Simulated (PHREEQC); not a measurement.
A column of 0.1 m (40 cells, dispersivity 0.0035 m, 720 s a shift, diffusion coefficient 3e-10 m²/s) holds 0.17 eq of the database's cation exchanger X per kg of pore water, first in equilibrium with 0.00077 mol/kgw CaCl2, 0.0014 mol/kgw BaCl2 and 1e-05 mol/kgw HCl. It is flushed with 0.0045 mol/kgw MgCl2, 0.057 mol/kgw SrCl2 and 1e-05 mol/kgw HCl, at 25 °C. Values are for the last cell. No CO2 enters from the air. No solid was allowed to form.

Base run: PHREEQC, ion-association model, phreeqc.dat. Each further column changes one thing. The table gives Ca in solution (mol/kgw).

```tsv
pore volumes	base	exchange capacity from 0.17 to 0.085 eq/kgw	dispersivity from 0.0035 to 0.007 m
0	0.000770	0.000770	0.000770
0.4625	0.000814	0.000814	0.00126
0.9125	0.00953	0.00945	0.0107
1.212	0.0174	0.0143	0.0158
1.663	0.0170	0.00726	0.0145
2.112	0.0104	0.00213	0.00942
2.413	0.00639	0.000825	0.00651
2.862	0.00266	0.000178	0.00350
3.312	0.000979	3.51e-5	0.00179
3.763	0.000334	6.57e-6	0.000890
4.213	0.000108	1.19e-6	0.000434
4.513	5.01e-5	3.73e-7	0.000268
4.963	1.54e-5	6.50e-8	0.000128
```
